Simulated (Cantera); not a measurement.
A perfectly stirred reactor is fed with CO : O2 : H2O : N2 = 0.0037 : 0.0082 : 0.00048 : 1 (molar parts), at 8.80 bar; it is held at 1323 K, and followed from long to short residence time.

Computed with Cantera and GRI-Mech 3.0 (53 species, 325 reactions).

### Question
What does this change do: pressure from 8.80 bar to 1.00 bar?

### Answer
```tsv
quantity	before	after
x(CO) at τ = 10.0 s	1.33e-5	2.80e-5
x(O2) at τ = 10.0 s	0.00629	0.00629
x(H2O) at τ = 10.0 s	0.000474	0.000472
x(NO) at τ = 10.0 s	1.20e-6	2.56e-6
x(H2O2) at τ = 10.0 s	1.81e-10	3.79e-10
x(CO) at τ = 0.110 s	0.000508	0.000560
x(O2) at τ = 0.110 s	0.00653	0.00653
x(H2O) at τ = 0.110 s	0.000473	0.000459
x(NO) at τ = 0.110 s	1.25e-6	8.49e-7
x(H2O2) at τ = 0.110 s	3.36e-9	4.61e-9
```

### Question
What does this change do: H2O 0.00048 to 0.00034 parts?

### Answer
```json
[
 {"quantity": "x(CO) at τ = 10.0 s", "before": "1.33e-5", "after": "1.51e-5"},
 {"quantity": "x(O2) at τ = 10.0 s", "before": "0.00629", "after": "0.00629"},
 {"quantity": "x(H2O) at τ = 10.0 s", "before": "0.000474", "after": "0.000336"},
 {"quantity": "x(NO) at τ = 10.0 s", "before": "1.20e-6", "after": "1.57e-6"},
 {"quantity": "x(H2O2) at τ = 10.0 s", "before": "1.81e-10", "after": "1.42e-10"},
 {"quantity": "x(CO) at τ = 0.110 s", "before": "0.000508", "after": "0.000587"},
 {"quantity": "x(O2) at τ = 0.110 s", "before": "0.00653", "after": "0.00657"},
 {"quantity": "x(H2O) at τ = 0.110 s", "before": "0.000473", "after": "0.000334"},
 {"quantity": "x(NO) at τ = 0.110 s", "before": "1.25e-6", "after": "1.47e-6"},
 {"quantity": "x(H2O2) at τ = 0.110 s", "before": "3.36e-9", "after": "2.92e-9"}
]
```
